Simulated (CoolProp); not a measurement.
R245ca along the isobar 7.27 MPa: Z from the reference equation and from simpler models built on Tc = 447.6 K, pc = 3.941 MPa, ω = 0.355; each cubic takes its own stable root.

Values from CoolProp's reference Helmholtz-energy equation of state, Zhou 2016.

| T (K) | phase | reference |
|---|---|---|
| 212.7 | liquid | 0.3453 |
| 228.6 | liquid | 0.3285 |
| 244.5 | liquid | 0.3142 |
| 260.4 | liquid | 0.3020 |
| 276.3 | liquid | 0.2916 |
| 292.2 | liquid | 0.2828 |
| 308.1 | liquid | 0.2755 |
| 324 | liquid | 0.2695 |
| 339.9 | liquid | 0.2648 |
| 355.8 | liquid | 0.2614 |
| 371.8 | liquid | 0.2593 |
| 387.7 | liquid | 0.2589 |

Q: How far does each simpler model (van der Waals, Redlich-Kwong, Soave-Redlich-Kwong) lie from the reference over these 12 states: mean and median of the absolute difference, and the worst?

A: 
- van der Waals: mean 60.3 %, median 60.5 %, worst +65.6 % at 212.7 K and 7.27 MPa
- Redlich-Kwong: mean 12.7 %, median 12.4 %, worst +14.6 % at 387.7 K and 7.27 MPa
- Soave-Redlich-Kwong: mean 8.4 %, median 8.1 %, worst +9.8 % at 212.7 K and 7.27 MPa
